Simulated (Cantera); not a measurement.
A perfectly stirred reactor is fed with 61.3 % N2O, 38.7 % O2, at 0.390 bar; it is held at 1300 K, and followed from long to short residence time.

Computed with Cantera and GRI-Mech 3.0 (53 species, 325 reactions). GRI-Mech 3.0 was tuned for natural gas; its chemistry of N2O as a main component is partial and can be far from experiment. The mechanism lacks the step 2 NO + O2 → 2 NO2, which can matter for NO2 below about 1400 K. The temperature is held fixed by assumption; the heat of reaction is taken as removed at once.

One state of this run: x N2O = 0.162; x O2 = 0.470; x NO = 0.0439; x O = 5.62e-6; x N2 = 0.323; x NO2 = 0.000172. x: mole fraction; the columns are a selection and need not sum to one.

**Question.** Which value of τ (s) does it belong to?
(A) 1.8
(B) 0.098
(C) 0.0054
(D) 0.037

**Answer.** A, 1.8
